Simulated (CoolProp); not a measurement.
Aqueous sodium chloride as a coolant, at 4 °C, 1 atm.

Model: Melinder's fits for secondary coolants, in CoolProp.

```csv
mass %,freezing point (°C),conductivity (W/(m K)),density (kg/m³),viscosity (mPa s),cp (kJ/(kg K))
5.4,-3.3,0.565,1041,1.68,3.895
6.9,-4.3,0.564,1052,1.73,3.825
8.3,-5.3,0.564,1063,1.77,3.764
9.8,-6.4,0.563,1074,1.82,3.704
11.2,-7.5,0.562,1085,1.88,3.652
12.6,-8.7,0.560,1096,(withheld),(withheld)
14.1,-10.0,0.559,1108,2.01,3.555
15.5,-11.4,0.558,1119,2.09,(withheld)
17,-13.0,0.557,1131,(withheld),3.469
18.4,-14.5,0.555,1142,2.26,3.431
```

**Question.** Some entries are withheld; supply them.

**Answer.** 
- 12.6, viscosity (mPa s): 1.94
- 12.6, cp (kJ/(kg K)): 3.603
- 15.5, cp (kJ/(kg K)): 3.512
- 17, viscosity (mPa s): 2.17
